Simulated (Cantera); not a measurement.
A freely propagating, adiabatic, planar premixed flame of CH4 : O2 : N2 = 1 : 2.13 : 10 (molar parts), equivalence ratio 0.94, unburnt at 350 K and 90.0 Torr; mixture-averaged transport, grid criteria slope 0.08 and curve 0.16, no radiation.

Computed with Cantera and GRI-Mech 3.0 (53 species, 325 reactions). Burning velocities carry a grid error of a few per cent, more on coarse grids.

Q: What does this change do: inlet temperature 350 to 300 K?

A: 
| quantity | before | after |
|---|---|---|
| laminar burning velocity | 53.4 cm/s | 41.6 cm/s |
| thermal thickness | 3.27 mm | 3.43 mm |
| peak x(CH2) | 2.34e-5 | 2.11e-5 |
| peak x(CH2O) | 0.000606 | 0.000570 |
| peak x(HO2) | 8.52e-5 | 7.98e-5 |

Q: What does this change do: N2 10 to 7.8 parts?

A: 
```
quantity                     before      after
------------------------  ---------  ---------
laminar burning velocity  53.4 cm/s  79.0 cm/s
thermal thickness           3.27 mm    2.48 mm
peak x(CH2)                 2.34e-5    4.25e-5
peak x(CH2O)               0.000606   0.000876
peak x(HO2)                 8.52e-5   0.000131
```
